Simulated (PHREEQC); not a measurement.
NaOH is added in steps, without added water, to 1 kg of water holding 7.9 mmol/kgw H3PO4, 1.7 mmol/kgw NaF and 22 mmol/kgw KCl, at 55 °C. O2 is buffered at 0.21 atm. No CO2 enters from the air. Only these solids could form: Halite.

Base run: PHREEQC, ion-association model, wateq4f.dat. Each further column changes one thing. The table gives HPO4-2 (mol/kgw).

```tsv
NaOH added (mol)	base	metal-ligand complexes left out	all activity coefficients set to 1	Debye-Hückel limiting law	database phreeqc.dat
0	1.90e-7	1.90e-7	1.06e-7	2.30e-7	1.90e-7
0.0015	2.83e-7	2.83e-7	1.63e-7	3.38e-7	2.83e-7
0.003	4.54e-7	4.54e-7	2.70e-7	5.38e-7	4.54e-7
0.0045	8.33e-7	8.34e-7	5.14e-7	9.76e-7	8.33e-7
0.00525	1.23e-6	1.23e-6	7.73e-7	1.43e-6	1.23e-6
0.00675	3.89e-6	3.90e-6	2.57e-6	4.48e-6	3.89e-6
0.00825	0.000355	0.000365	0.000340	0.000359	0.000355
0.00975	0.00180	0.00185	0.00174	0.00181	0.00180
0.01125	0.00325	0.00335	0.00314	0.00327	0.00325
0.01275	0.00469	0.00485	0.00453	0.00473	0.00469
0.0135	0.00542	0.00560	0.00522	0.00546	0.00542
0.015	0.00686	0.00709	0.00660	0.00691	0.00686
0.0165	0.00752	0.00778	0.00727	0.00755	0.00751
0.018	0.00730	0.00755	0.00716	0.00727	0.00729
```

H3PO4, which wateq4f.dat lacks, is added to it with the constant of phreeqc.dat. At this temperature some constants are extrapolated from 25 °C, and those without enthalpy data are left unchanged. phreeqc.dat and wateq4f.dat share most of their constants, so their agreement is no independent check. Solids allowed in the column 'database phreeqc.dat': Halite, Sylvite.
